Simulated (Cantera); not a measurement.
An isothermal, constant-pressure homogeneous reactor starts with 14.0 % H2, 13.2 % O2, 72.8 % N2, at 800 K and 0.138 atm.

Cantera simulation using GRI-Mech 3.0 (53 species, 325 reactions); the numbers are that mechanism's predictions, not measurements. Radical loss at walls, strong at low pressure, is not modelled. Below about 950 K walls govern HO2 and H2O2 in real vessels. The temperature is held fixed by assumption; the heat of reaction is taken as removed at once.

Q: Predict: x(H2) at 30.0 s; x(O2) at 30.0 s; x(OH) at 30.0 s; x(H2O2) at 30.0 s; x(NO2) at 30.0 s; x(H) at 30.0 s.

A: 
```
Quantity                                               Value
-----------------  -----------------------------------------
x(H2) at 30.0 s        0.0705 (gas-phase equilibrium <1e-12)
x(O2) at 30.0 s        0.0989 (gas-phase equilibrium 0.0660)
x(OH) at 30.0 s      1.63e-9 (gas-phase equilibrium 1.32e-9)
x(H2O2) at 30.0 s  0.000254 (gas-phase equilibrium 1.68e-12)
x(NO2) at 30.0 s     5.94e-9 (gas-phase equilibrium 7.27e-8)
x(H) at 30.0 s        2.19e-8 (gas-phase equilibrium <1e-12)
```
